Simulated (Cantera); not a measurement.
A closed system holds: 1 mol FeCl₃, 18 mol H₂, held at 902 °C and 1.70 Pa.

These are equilibrium values from Cantera (NASA tables, ideal gas, pure condensed phases), not measurements of a reactor. Candidate condensed phases: Fe, FeCl₂, FeCl₃; 11 gas species. Equilibrium is a limit: real reactors are often held back by kinetics, nucleation or transport.

Base state: H₂ 0.854, HCl 0.138, FeCl₂ 0.00778, H 2.75e-5 (mole fractions); condensed: Fe(α).

What changes in the equilibrium state with this change: 1.2 mol NH₃ added?


| species | before | after |
|---|---|---|
| H₂ | 0.854 | 0.842 |
| HCl | 0.138 | 0.124 |
| N₂ | 0 | 0.0274 |
| FeCl₂ | 0.00778 | 0.00637 |
| H | 2.75e-5 | 2.73e-5 |
| Fe(α), mol | 0.848 | 0.860 |
Further candidate phases: NH₄Cl.
